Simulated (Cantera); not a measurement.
What does this Cantera script print?

```python
import numpy as np
import cantera as ct

gas_names = """
    H HNO HNO2 HNO3 HO2 H2 H2O H2O2 N NH NH2 NH3 NH2OH NO NO2 NO3 N2 N2H2 N2H4 N2O O OH O2 O3 Si SiH
    SiH2 SiH3 SiH4 SiN SiO SiO2 Si2 Si2N Si3
""".split()
cond_names = """
    H2O(s) H2O(L) Si(cr) Si(L) SiO2(Lqz) SiO2(hqz) SiO2(L) Si2N2O(s) Si3N4(a)
""".split()


def load(file, names, dense=False):
    # The tables refer to 1 bar. Condensed volumes are neglected.
    table = {s.name: s for s in ct.Species.list_from_file(file)}
    out = []
    for n in names:
        d = dict(table[n].input_data)
        d["thermo"] = dict(d["thermo"], **{"reference-pressure": 1e5})
        if dense:
            d["equation-of-state"] = {"model": "constant-volume", "density": "1e6 g/cm^3"}
        out.append(ct.Species.from_dict(d))
    return out


gas = ct.Solution(thermo="ideal-gas", species=load("nasa_gas.yaml", gas_names))
cond = {s.name: ct.Solution(thermo="fixed-stoichiometry", species=[s], name=s.name)
        for s in load("nasa_condensed.yaml", cond_names, dense=True)}
atoms = {
    'Si': {'Si': 1},
    'N2O': {'N': 2, 'O': 1},
    'H2': {'H': 2},
}
top_T = {'Si2N2O(s)': 2100, 'Si3N4(a)': 2400}  # K; cautious upper limits of use, not melting points


def equilibrate(T, P, feed):
    n = {}
    for name, mol in feed.items():
        for a, k in atoms[name].items():
            n[a] = n.get(a, 0.0) + k * mol
    gas.TPX = T, P, n
    mass = sum(n.values()) * gas.mean_molecular_weight
    gas.equilibrate("TP")
    valid = [c for c in cond.values() if c.min_temp <= T <= top_T.get(c.name, c.max_temp)]
    mix = ct.Mixture([(gas, mass / gas.mean_molecular_weight)] + [(c, 0.0) for c in valid])
    mix.T, mix.P = T, P
    mix.equilibrate("TP", solver="vcs", rtol=1e-11, max_steps=5000)
    return mix


results = []
feed = {'Si': 1, 'N2O': 0.012, 'H2': 33}  # mol
P = 13332.2  # Pa
for T in [1523, 1573, 1623, 1673, 1723, 1773, 1823, 1873, 1923, 1973, 2023, 2073, 2123, 2173]:
    mix = equilibrate(T, P, feed)
    results.append((T, P, feed, dict(zip(mix.species_names, mix.species_moles))))
    x = sorted(zip(gas.X, gas.species_names), reverse=True)
    print(f"T = {T:g} K  P = {P:g} Pa  gas = {mix.phase_moles(0):.4g} mol")
    print("   x: " + "  ".join(f"{s} {v:.3e}" for v, s in x if v > 0.001))
    print("   condensed (mol): " + ("  ".join(f"{mix.phase(i).name} {mix.phase_moles(i):.4g}"
          for i in range(1, mix.n_phases) if mix.phase_moles(i) > 1e-12) or "none"))
```

Result:

```
T = 1523 K  P = 13332.2 Pa  gas = 33.01 mol
   x: H2 9.998e-01
   condensed (mol): Si(cr) 0.9785  Si2N2O(s) 0.009389
T = 1573 K  P = 13332.2 Pa  gas = 33.02 mol
   x: H2 9.994e-01
   condensed (mol): Si(cr) 0.9832  Si2N2O(s) 0.004678
T = 1623 K  P = 13332.2 Pa  gas = 33.03 mol
   x: H2 9.991e-01
   condensed (mol): Si(cr) 0.9877
T = 1673 K  P = 13332.2 Pa  gas = 33.03 mol
   x: H2 9.989e-01
   condensed (mol): Si(cr) 0.9875
T = 1723 K  P = 13332.2 Pa  gas = 33.03 mol
   x: H2 9.987e-01
   condensed (mol): Si(L) 0.9871
T = 1773 K  P = 13332.2 Pa  gas = 33.04 mol
   x: H2 9.984e-01
   condensed (mol): Si(L) 0.9864
T = 1823 K  P = 13332.2 Pa  gas = 33.04 mol
   x: H2 9.980e-01  H 1.185e-03
   condensed (mol): Si(L) 0.9853
T = 1873 K  P = 13332.2 Pa  gas = 33.06 mol
   x: H2 9.974e-01  H 1.765e-03
   condensed (mol): Si(L) 0.9834
T = 1923 K  P = 13332.2 Pa  gas = 33.07 mol
   x: H2 9.965e-01  H 2.575e-03
   condensed (mol): Si(L) 0.9802
T = 1973 K  P = 13332.2 Pa  gas = 33.09 mol
   x: H2 9.952e-01  H 3.686e-03
   condensed (mol): Si(L) 0.9748
T = 2023 K  P = 13332.2 Pa  gas = 33.13 mol
   x: H2 9.934e-01  H 5.184e-03
   condensed (mol): Si(L) 0.9661
T = 2073 K  P = 13332.2 Pa  gas = 33.17 mol
   x: H2 9.910e-01  H 7.171e-03
   condensed (mol): Si(L) 0.9519
T = 2123 K  P = 13332.2 Pa  gas = 33.23 mol
   x: H2 9.878e-01  H 9.765e-03  Si 1.275e-03
   condensed (mol): Si(L) 0.9292
T = 2173 K  P = 13332.2 Pa  gas = 33.32 mol
   x: H2 9.834e-01  H 1.311e-02  Si 2.122e-03
   condensed (mol): Si(L) 0.8937
```

Method: chemical equilibrium by Gibbs-energy minimisation in Cantera with the NASA 1993 tables (ideal gas, pure condensed phases). Mutual solubility and eutectic melting of coexisting phases are not modelled. Gases not in the tables: Si2H6 and higher silanes.
